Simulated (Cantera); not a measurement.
An isothermal, constant-pressure homogeneous reactor starts with N₂O : N₂ = 1 : 4.1 (molar parts), at 1600 K and 1.20 bar. Integrator tolerance rtol = 1e-08.

Computed with Cantera and GRI-Mech 3.0 (53 species, 325 reactions). GRI-Mech 3.0 was tuned for natural gas; its chemistry of N2O as a main component is partial and can be far from experiment. The temperature is held fixed by assumption; the heat of reaction is taken as removed at once.

### Question
What does this change do: N2O 1 to 7.9 parts?

### Answer
```
quantity                                           before                                     after
----------------  ---------------------------------------  ----------------------------------------
x(N₂O) at 40.0 s  5.93e-7 (gas-phase equilibrium 9.54e-8)   2.69e-6 (gas-phase equilibrium 1.31e-7)
x(N₂) at 40.0 s       0.892 (gas-phase equilibrium 0.910)       0.710 (gas-phase equilibrium 0.751)
x(NO₂) at 40.0 s  9.55e-5 (gas-phase equilibrium 3.88e-6)  0.000368 (gas-phase equilibrium 9.81e-6)
x(NO) at 40.0 s    0.0374 (gas-phase equilibrium 0.00136)    0.0847 (gas-phase equilibrium 0.00206)
x(O₂) at 40.0 s     0.0705 (gas-phase equilibrium 0.0886)       0.205 (gas-phase equilibrium 0.247)
x(O) at 40.0 s    3.55e-6 (gas-phase equilibrium 3.97e-6)   6.05e-6 (gas-phase equilibrium 6.62e-6)
```

### Question
What does this change do: temperature 1600 to 1075 K?

### Answer
```tsv
quantity	before	after
x(N₂O) at 40.0 s	5.93e-7 (gas-phase equilibrium 9.54e-8)	0.0411 (gas-phase equilibrium 4.29e-9)
x(N₂) at 40.0 s	0.892 (gas-phase equilibrium 0.910)	0.885 (gas-phase equilibrium 0.911)
x(NO₂) at 40.0 s	9.55e-5 (gas-phase equilibrium 3.88e-6)	0.000112 (gas-phase equilibrium 1.12e-6)
x(NO) at 40.0 s	0.0374 (gas-phase equilibrium 0.00136)	0.00643 (gas-phase equilibrium 4.75e-5)
x(O₂) at 40.0 s	0.0705 (gas-phase equilibrium 0.0886)	0.0672 (gas-phase equilibrium 0.0893)
x(O) at 40.0 s	3.55e-6 (gas-phase equilibrium 3.97e-6)	5.46e-8 (gas-phase equilibrium 3.60e-10)
```
The mechanism lacks the step 2 NO + O2 → 2 NO2, which can matter for NO2 below about 1400 K.
